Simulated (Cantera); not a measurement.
Adiabatic ignition

An adiabatic, constant-volume homogeneous reactor starts with CO : H₂ : CH₄ : O₂ : N₂ = 1 : 0.36 : 0.38 : 0.758 : 2.85 (molar parts), at 1125 K and 2700000 Pa.

Model: GRI-Mech 3.0 (53 species, 325 reactions), integrated in Cantera. The pressure lies above the range GRI-Mech 3.0 was tuned for (to about 10 atm).

```csv
t (s),T (K),P (bar),x CO,x H₂,x CH₄,x O₂,x CH₂CO
3.00e-6,1125,27.0,0.187,0.0673,0.0711,0.142,<1e-12
8.17e-6,1125,27.0,0.187,0.0673,0.0711,0.142,1.13e-12
2.23e-5,1125,27.0,0.187,0.0673,0.0711,0.142,1.01e-11
6.06e-5,1125,27.0,0.187,0.0673,0.0711,0.142,2.46e-10
0.000165,1141,27.4,0.186,0.0666,0.0708,0.141,5.37e-8
0.000450,2886,69.5,0.193,0.0612,1.25e-9,7.33e-5,2.35e-11
0.00122,2886,69.5,0.193,0.0612,1.25e-9,7.33e-5,2.35e-11
0.00334,2886,69.5,0.193,0.0612,1.25e-9,7.33e-5,2.35e-11
0.00909,2886,69.5,0.193,0.0612,1.25e-9,7.33e-5,2.35e-11
0.0247,2886,69.5,0.193,0.0612,1.25e-9,7.33e-5,2.35e-11
0.0674,2886,69.5,0.193,0.0612,1.25e-9,7.33e-5,2.35e-11
0.184,2886,69.5,0.193,0.0612,1.25e-9,7.33e-5,2.35e-11
0.500,2886,69.5,0.193,0.0612,1.25e-9,7.33e-5,2.35e-11
```
x: mole fraction; the columns are a selection and need not sum to one.

```json
{
 "time_of_steepest_temperature_rise": "0.279 ms",
 "temperature at 0.500 s": "2886 K",
 "equilibrium_temperature": "2886 K",
 "x(CO) at 0.500 s": "0.193 (gas-phase equilibrium 0.193)",
 "x(H₂) at 0.500 s": "0.0612 (gas-phase equilibrium 0.0612)",
 "x(CH₄) at 0.500 s": "1.25e-9 (gas-phase equilibrium 1.38e-9)"
}
```
